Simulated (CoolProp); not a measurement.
The fluid at 298.15 K and 0.198 MPa (gas) is heated at constant pressure to 379.5 K. The same conditions are run with several fluids, on thermodynamics alone (safety and materials aside).

Values from CoolProp's reference Helmholtz-energy equation of state of each fluid (chlorine: Thol 2021; cyclopropane: Polt 1992; R404A: Lemmon 2003; propane: Lemmon 2009; R1132(E): Akasaka 2024). The equations of Platzer and Polt are older, rougher fits. Blends and air are pseudo-pure fits.

Q: Rank chlorine, cyclopropane, R404A, propane, R1132(E) by heat (kJ/kg), highest first.

A: propane (153), cyclopropane (127), R1132(E) (83.4), R404A (77.4), chlorine (40.9)

```json
[
 {"fluid": "chlorine", "final density (kg/m³)": "4.50"},
 {"fluid": "cyclopropane", "final density (kg/m³)": "2.68"},
 {"fluid": "R404A", "final density (kg/m³)": "6.21"},
 {"fluid": "propane", "final density (kg/m³)": "2.81"},
 {"fluid": "R1132(E)", "final density (kg/m³)": "4.06"}
]
```
